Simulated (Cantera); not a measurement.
A closed system holds: 1 mol Si, 1.4 mol HBr, 0.55 mol H₂, held at 1.00 Torr.

Cantera equilibrium calculation (NASA polynomials, part measured and part estimated; ideal gas, pure solids and liquids). Candidate condensed phases: Br₂, Si; 19 gas species. The tables' values for SiBr₃ are old estimates; treat these amounts as uncertain. Equilibrium is a limit: real reactors are often held back by kinetics, nucleation or transport. All values below are at 750 °C.

Base state: H₂ 0.678, SiBr₄ 0.155, HBr 0.130, SiBr₂ 0.0285, SiBr₃ 0.00463, SiHBr₃ 0.00399, SiH₂Br₂ 4.84e-5, Br 2.51e-5 (mole fractions); condensed: Si(s).

What changes in the equilibrium state with this change: pressure from 1.00 Torr to 3.90 Torr?


| species | before | after |
|---|---|---|
| H₂ | 0.678 | 0.705 |
| SiBr₄ | 0.155 | 0.173 |
| HBr | 0.130 | 0.0969 |
| SiBr₂ | 0.0285 | 0.0152 |
| Br | 2.51e-5 | 9.29e-6 |
| SiH₂Br₂ | 4.84e-5 | 0.000105 |
| SiHBr₃ | 0.00399 | 0.00619 |
| Si(s), mol | 0.677 | 0.673 |
